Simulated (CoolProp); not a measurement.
Vapour-liquid equilibrium of n-hexane (1) + n-decane (2) at 0.415 bar; x and y are mole fractions of (1).

Values from CoolProp's multi-fluid Helmholtz-energy mixture model, Thol 2019 and Lemmon 2006; pair parameters Kunz 2012.

```json
[
 {"x": "0.05", "bubble temperature, mixture model (K)": "398.0", "bubble temperature, Raoult's law (K)": "395.2", "y, mixture model": "0.446", "y, Raoult's law": "0.504"},
 {"x": "0.15", "bubble temperature, mixture model (K)": "373.5", "bubble temperature, Raoult's law (K)": "370.2", "y, mixture model": "0.795", "y, Raoult's law": "0.826"},
 {"x": "0.25", "bubble temperature, mixture model (K)": "358.0", "bubble temperature, Raoult's law (K)": "355.5", "y, mixture model": "0.905", "y, Raoult's law": "0.918"},
 {"x": "0.35", "bubble temperature, mixture model (K)": "347.2", "bubble temperature, Raoult's law (K)": "345.5", "y, mixture model": "0.950", "y, Raoult's law": "0.956"},
 {"x": "0.45", "bubble temperature, mixture model (K)": "339.3", "bubble temperature, Raoult's law (K)": "338.1", "y, mixture model": "0.971", "y, Raoult's law": "0.974"},
 {"x": "0.55", "bubble temperature, mixture model (K)": "333.1", "bubble temperature, Raoult's law (K)": "332.3", "y, mixture model": "0.983", "y, Raoult's law": "0.984"},
 {"x": "0.65", "bubble temperature, mixture model (K)": "328.1", "bubble temperature, Raoult's law (K)": "327.6", "y, mixture model": "0.990", "y, Raoult's law": "0.990"},
 {"x": "0.75", "bubble temperature, mixture model (K)": "323.9", "bubble temperature, Raoult's law (K)": "323.6", "y, mixture model": "0.994", "y, Raoult's law": "0.995"},
 {"x": "0.85", "bubble temperature, mixture model (K)": "320.4", "bubble temperature, Raoult's law (K)": "320.3", "y, mixture model": "0.997", "y, Raoult's law": "0.997"},
 {"x": "0.95", "bubble temperature, mixture model (K)": "317.3", "bubble temperature, Raoult's law (K)": "317.3", "y, mixture model": "0.999", "y, Raoult's law": "0.999"}
]
```

The largest gap from Raoult's law is +3.3 K in bubble temperature, at x = 0.15. No azeotrope shows between x = 0.05 and 0.95.

The pair parameters rest on a limited set of measurements; away from them the model extrapolates.
